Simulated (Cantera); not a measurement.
A perfectly stirred reactor is fed with 4.85 % H2, 95.1 % O2, at 20.0 Torr; it is held at 1200 K, and followed from long to short residence time.

Model: the H2/O2 subset of GRI-Mech 3.0, which has no nitrogen chemistry, integrated in Cantera. Radical loss at walls, strong at low pressure, is not modelled. The temperature is held fixed by assumption; the heat of reaction is taken as removed at once.

One state of this run: x H2 = 0.00343; x O2 = 0.925; x OH = 0.00398; x H2O2 = 2.85e-7; x H2O = 0.0404; x O = 0.0210. x: mole fraction; the columns are a selection and need not sum to one.

Which value of τ (s) does it belong to?
(A) 0.028
(B) 0.0032
(C) 0.0066
(D) 0.014

B, 0.0032
